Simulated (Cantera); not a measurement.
An adiabatic, constant-pressure homogeneous reactor starts with CH₄ : O₂ : N₂ : CO₂ = 1 : 1.25 : 4.7 : 0.31 (molar parts), equivalence ratio 1.6, at 1048 K and 2400000 Pa. Integrator tolerance rtol = 1e-08.

Detailed kinetics in Cantera: GRI-Mech 3.0 (53 species, 325 reactions). The pressure lies above the range GRI-Mech 3.0 was tuned for (to about 10 atm).

Task: What does this change do: pressure from 2400000 Pa to 101000 Pa?

Result: 
| quantity | before | after |
|---|---|---|
| time of steepest temperature rise | 17.9 ms | 0.664 s |
| temperature at 1.00 s | 2329 K | 2310 K |
| equilibrium temperature | 2329 K | 2310 K |
| x(CH₄) at 1.00 s | 9.89e-10 (gas-phase equilibrium 1.09e-9) | 1.87e-12 (gas-phase equilibrium 2.12e-12) |
| x(O₂) at 1.00 s | 1.50e-6 (gas-phase equilibrium 1.50e-6) | 2.83e-5 (gas-phase equilibrium 2.83e-5) |
| x(CO₂) at 1.00 s | 0.0490 (gas-phase equilibrium 0.0490) | 0.0491 (gas-phase equilibrium 0.0491) |
| x(H₂) at 1.00 s | 0.0725 (gas-phase equilibrium 0.0725) | 0.0722 (gas-phase equilibrium 0.0722) |
| x(CO) at 1.00 s | 0.114 (gas-phase equilibrium 0.114) | 0.114 (gas-phase equilibrium 0.114) |
| x(NO₂) at 1.00 s | 5.42e-10 (gas-phase equilibrium 5.42e-10) | 2.07e-9 (gas-phase equilibrium 2.07e-9) |

Task: What does this change do: O2 1.25 to 1.6 parts?

Result: 
```
quantity                                                              before                                      after
---------------------------------  -----------------------------------------  -----------------------------------------
time of steepest temperature rise                                    17.9 ms                                    13.7 ms
temperature at 1.00 s                                                 2329 K                                     2748 K
equilibrium temperature                                               2329 K                                     2748 K
x(CH₄) at 1.00 s                    9.89e-10 (gas-phase equilibrium 1.09e-9)  5.58e-12 (gas-phase equilibrium 6.40e-12)
x(O₂) at 1.00 s                      1.50e-6 (gas-phase equilibrium 1.50e-6)  0.000796 (gas-phase equilibrium 0.000796)
x(CO₂) at 1.00 s                       0.0490 (gas-phase equilibrium 0.0490)      0.0864 (gas-phase equilibrium 0.0864)
x(H₂) at 1.00 s                        0.0725 (gas-phase equilibrium 0.0725)      0.0280 (gas-phase equilibrium 0.0280)
x(CO) at 1.00 s                          0.114 (gas-phase equilibrium 0.114)      0.0762 (gas-phase equilibrium 0.0762)
x(NO₂) at 1.00 s                   5.42e-10 (gas-phase equilibrium 5.42e-10)    3.84e-7 (gas-phase equilibrium 3.84e-7)
```
